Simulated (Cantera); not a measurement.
**Thermodynamics of carbothermic reduction, feed Ta2O5 + CH4 + CO**

Input: 1 mol Ta2O5, 3.7 mol CH4, 0.78 mol CO, equilibrated at 13300 Pa.

These are equilibrium values from Cantera (NASA tables, ideal gas, pure condensed phases), not measurements of a reactor. Candidate condensed phases: C, C6H6, C7H8, C8H18, H2O, Ta, TaC, Ta2O5; 113 gas species. Mutual solubility and eutectic melting of coexisting phases are not modelled. TaC: taken at fixed stoichiometry. Condensed phases not in the tables: Ta2C. Equilibrium is a limit: real reactors are often held back by kinetics, nucleation or transport.

From 1652 °C to 1777 °C the condensed part is TaC(s) + Ta2O5(s). From 1802 °C to 1827 °C the condensed part is TaC(s) + Ta2O5(l). The main Ta-bearing gas is TaO2 throughout.

| T (°C) | x H2 | x CO | x H | x H2O | x CO2 | x TaO2 | n TaC(s) | n Ta2O5(s) | n Ta2O5(l) |
|---|---|---|---|---|---|---|---|---|---|
| 1652 | 0.680 | 0.315 | 0.00216 | 0.00240 | 0.000259 | 1.23e-6 | 1.07 | 0.467 | 0 |
| 1677 | 0.680 | 0.315 | 0.00259 | 0.00245 | 0.000258 | 2.06e-6 | 1.07 | 0.467 | 0 |
| 1702 | 0.679 | 0.315 | 0.00309 | 0.00250 | 0.000258 | 3.39e-6 | 1.07 | 0.467 | 0 |
| 1727 | 0.679 | 0.315 | 0.00367 | 0.00255 | 0.000258 | 5.51e-6 | 1.07 | 0.467 | 0 |
| 1752 | 0.678 | 0.315 | 0.00434 | 0.00259 | 0.000258 | 8.84e-6 | 1.07 | 0.467 | 0 |
| 1777 | 0.677 | 0.315 | 0.00511 | 0.00264 | 0.000257 | 1.40e-5 | 1.07 | 0.467 | 0 |
| 1802 | 0.677 | 0.314 | 0.00600 | 0.00266 | 0.000255 | 2.15e-5 | 1.07 | 0 | 0.467 |
| 1827 | 0.676 | 0.314 | 0.00701 | 0.00267 | 0.000252 | 3.21e-5 | 1.07 | 0 | 0.467 |
x: gas mole fraction; n: condensed amount in mol.
